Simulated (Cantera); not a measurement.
Cantera run, input and output.

```python
import numpy as np
import cantera as ct

gas = ct.Solution("gri30.yaml")
gas.TPX = 1748, 730000, {'CH4': 0.68, 'CO': 0.24, 'O2': 0.922, 'N2': 3.47, 'H2O': 0.4}
reactor = ct.IdealGasReactor(gas, energy="on", clone=False)
net = ct.ReactorNet([reactor])
net.rtol, net.atol = 1e-08, 1e-16
show = ['CH4', 'CO', 'O2', 'CO2', 'O', 'NO']
times = np.geomspace(4e-06, 0.2, 15)

steps = ct.SolutionArray(gas, extra=["t"])
rows = []
print(f"{'t/s':>10s}{'T/K':>9s}{'P/Pa':>11s}" + "".join(f"{s:>11s}" for s in show))
for t in times:
    while net.time < t:
        t_next = net.step()
        steps.append(gas.state, t=t_next)
    rows.append([np.interp(t, steps.t, y) for y in (steps.T, steps.P, *steps(*show).X.T)])
    print(f"{t:10.3e}{rows[-1][0]:9.1f}{rows[-1][1]:11.4g}" + "".join(f"{x:11.3e}" for x in rows[-1][2:]))
rate = np.gradient(steps.T, steps.t)
print("integrator steps:", len(steps.t))
if steps.T.max() > steps.T[0] + 200:
    print(f"time of steepest temperature rise: {steps.t[rate.argmax()]:.4e} s")
gas.TPX = 1748, 730000, {'CH4': 0.68, 'CO': 0.24, 'O2': 0.922, 'N2': 3.47, 'H2O': 0.4}
gas.equilibrate("UV")
print(f"equilibrium (UV): T = {gas.T:.1f} K  " + "  ".join(f"{s} {gas[s].X[0]:.3e}" for s in show))
```

It prints:

```
       t/s      T/K       P/Pa        CH4         CO         O2        CO2          O         NO
 4.000e-06   1747.4  7.298e+05  1.187e-01  4.200e-02  1.613e-01  1.825e-05  5.684e-07  3.419e-12
 8.664e-06   1748.7  7.304e+05  1.177e-01  4.199e-02  1.609e-01  6.189e-05  1.214e-06  1.480e-11
 1.876e-05   1763.5  7.371e+05  1.131e-01  4.238e-02  1.584e-01  2.898e-04  3.122e-06  8.968e-11
 4.064e-05   3073.8  1.408e+06  1.955e-11  1.092e-01  1.777e-03  3.763e-02  1.719e-03  4.849e-04
 8.803e-05   3071.7  1.406e+06  2.288e-11  1.096e-01  1.522e-03  3.728e-02  1.506e-03  2.618e-03
 1.907e-04   3067.0  1.405e+06  2.363e-11  1.098e-01  1.457e-03  3.708e-02  1.452e-03  3.557e-03
 4.130e-04   3066.7  1.404e+06  2.368e-11  1.098e-01  1.453e-03  3.707e-02  1.449e-03  3.611e-03
 8.944e-04   3066.7  1.404e+06  2.368e-11  1.098e-01  1.453e-03  3.707e-02  1.449e-03  3.611e-03
 1.937e-03   3066.7  1.404e+06  2.368e-11  1.098e-01  1.453e-03  3.707e-02  1.449e-03  3.611e-03
 4.196e-03   3066.7  1.404e+06  2.368e-11  1.098e-01  1.453e-03  3.707e-02  1.449e-03  3.611e-03
 9.088e-03   3066.7  1.404e+06  2.368e-11  1.098e-01  1.453e-03  3.707e-02  1.449e-03  3.611e-03
 1.968e-02   3066.7  1.404e+06  2.368e-11  1.098e-01  1.453e-03  3.707e-02  1.449e-03  3.611e-03
 4.263e-02   3066.7  1.404e+06  2.368e-11  1.098e-01  1.453e-03  3.707e-02  1.449e-03  3.611e-03
 9.234e-02   3066.7  1.404e+06  2.368e-11  1.098e-01  1.453e-03  3.707e-02  1.449e-03  3.611e-03
 2.000e-01   3066.7  1.404e+06  2.368e-11  1.098e-01  1.453e-03  3.707e-02  1.449e-03  3.611e-03
integrator steps: 1747
time of steepest temperature rise: 3.6156e-05 s
equilibrium (UV): T = 3066.7 K  CH4 2.748e-11  CO 1.098e-01  O2 1.453e-03  CO2 3.707e-02  O 1.449e-03  NO 3.611e-03
```

Model: GRI-Mech 3.0 (53 species, 325 reactions), integrated in Cantera. Above 3000 K some thermodynamic fits are extrapolated.
